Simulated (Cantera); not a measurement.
Feed: 1 mol SiCl₄, 0.25 mol NH₃, 5 mol H₂, held at 1998.15 K and 1.33 mbar.

Cantera equilibrium calculation (NASA polynomials, part measured and part estimated; ideal gas, pure solids and liquids). Candidate condensed phases: NH₄Cl, Si, Si₃N₄; 28 gas species. The tables' values for SiCl, SiCl₃, SiN are old estimates; treat these amounts as uncertain. Gases not in the tables: Si₂H₆ and higher silanes. Equilibrium is a limit: real reactors are often held back by kinetics, nucleation or transport.

Base state: H₂ 0.539, HCl 0.272, SiCl₂ 0.113, H 0.0323, N₂ 0.0161, Cl 0.0121, Si 0.0109, SiCl 0.00444 (mole fractions); condensed: gas only.

**Question.** What changes in the equilibrium state with this change: temperature from 1998.15 K to 1900 K?

**Answer.** 
| species | before | after |
|---|---|---|
| H₂ | 0.539 | 0.565 |
| HCl | 0.272 | 0.266 |
| SiCl₂ | 0.113 | 0.125 |
| H | 0.0323 | 0.0163 |
| Si | 0.0109 | 0.00349 |
| Cl | 0.0121 | 0.00580 |
| N₂ | 0.0161 | 0.0164 |
| Si₂ | 3.87e-5 | 1.04e-5 |
| SiN | 1.32e-5 | 5.47e-6 |
| SiH | 0.000200 | 8.31e-5 |
The tables' values for SiCl, SiCl₃ are old estimates; treat these amounts as uncertain.
